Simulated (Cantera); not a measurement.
What does this Cantera script print?

```python
import numpy as np
import cantera as ct

gas_names = [...]  # 116 gases of nasa_gas.yaml made of C, H, Mg, O
cond_names = """
    C(gr) C6H6(L) C7H8(L) C8H18(L),n-octa H2O(s) H2O(L) Mg(cr) Mg(L) MgCO3(s) MgO(s) MgO(L) MgO2H2(s)
""".split()


# ... load() reads the species with a 1 bar reference pressure and builds the phases ...
atoms = {
    'MgO': {'Mg': 1, 'O': 1},
    'CH4': {'C': 1, 'H': 4},
    'CO': {'C': 1, 'O': 1},
}
top_T = {'C(gr)': 4500}  # K; cautious upper limits of use, not melting points


# ... equilibrate(T, P, feed) seeds the gas with the atoms and calls Mixture.equilibrate('TP', solver="vcs", rtol=1e-11, max_steps=5000) ...
results = []
feed = {'MgO': 1, 'CH4': 0.41, 'CO': 0.023}  # mol
T = 2298.15  # K
P = 220  # Pa
mix = equilibrate(T, P, feed)
results.append((T, P, feed, dict(zip(mix.species_names, mix.species_moles))))
x = sorted(zip(gas.X, gas.species_names), reverse=True)
print(f"T = {T:g} K  P = {P:g} Pa  gas = {mix.phase_moles(0):.4g} mol")
print("   x: " + "  ".join(f"{s} {v:.3e}" for v, s in x if v > 0.001))
print("   condensed (mol): " + ("  ".join(f"{mix.phase(i).name} {mix.phase_moles(i):.4g}"
      for i in range(1, mix.n_phases) if mix.phase_moles(i) > 1e-12) or "none"))
```

Result:

```
T = 2298.15 K  P = 220 Pa  gas = 2.177 mol
   x: Mg 3.679e-01  H2 1.860e-01  CO 1.753e-01  H2O 1.399e-01  H 8.815e-02  CO2 2.354e-02  OH 1.066e-02  O 3.447e-03  MgOH 2.257e-03  MgO 1.525e-03  O2 1.083e-03
   condensed (mol): MgO(s) 0.1903
```

Equilibrium computed with Cantera from the NASA thermochemical tables; the gas is ideal and each condensed phase is pure. The tables' values for MgH are old estimates; treat these amounts as uncertain.
